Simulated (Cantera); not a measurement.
An isothermal, constant-pressure homogeneous reactor starts with 61.3 % CH₄, 23.3 % CO₂, 15.3 % H₂, at 1598 K and 7.60 bar.

Detailed kinetics in Cantera: GRI-Mech 3.0 (53 species, 325 reactions). GRI-Mech 3.0 stops at C3 and has no aromatics, soot or wall deposition, so with more carbon than oxygen in the feed, carbon stays in small species such as C2H2 where larger ones or solid carbon would form.

x: mole fraction; the columns are a selection and need not sum to one.

```tsv
t (s)	x CH₄	x CO₂	x H₂	x H	x C₂H₂
6.00e-6	0.613	0.233	0.153	?	2.24e-10
1.97e-5	0.613	0.233	0.154	?	2.42e-8
6.45e-5	0.612	0.233	0.154	?	8.94e-7
0.000212	0.609	0.233	0.156	?	2.66e-5
0.000694	0.596	0.230	0.163	?	0.000657
0.00228	0.555	0.221	0.191	?	0.00765
0.00747	0.451	0.191	0.261	?	0.0361
0.0245	0.291	0.120	0.344	?	0.0782
0.0803	0.183	0.0339	0.366	1.15e-5	0.102
0.263	0.173	0.0192	0.384	1.21e-5	0.0919
0.864	0.172	0.0138	0.422	1.26e-5	0.0683
2.83	0.164	0.00614	0.471	1.33e-5	0.0449
9.30	0.154	0.000973	0.503	1.38e-5	0.0326
30.5	0.152	9.80e-6	0.510	1.39e-5	0.0306
100	0.152	3.99e-6	0.510	1.39e-5	0.0306
```

Question: Complete the blanks.

Answer: 
- 6.00e-6, x H: 1.38e-6
- 1.97e-5, x H: 2.40e-6
- 6.45e-5, x H: 2.80e-6
- 0.000212, x H: 3.47e-6
- 0.000694, x H: 4.13e-6
- 0.00228, x H: 4.82e-6
- 0.00747, x H: 6.47e-6
- 0.0245, x H: 9.20e-6
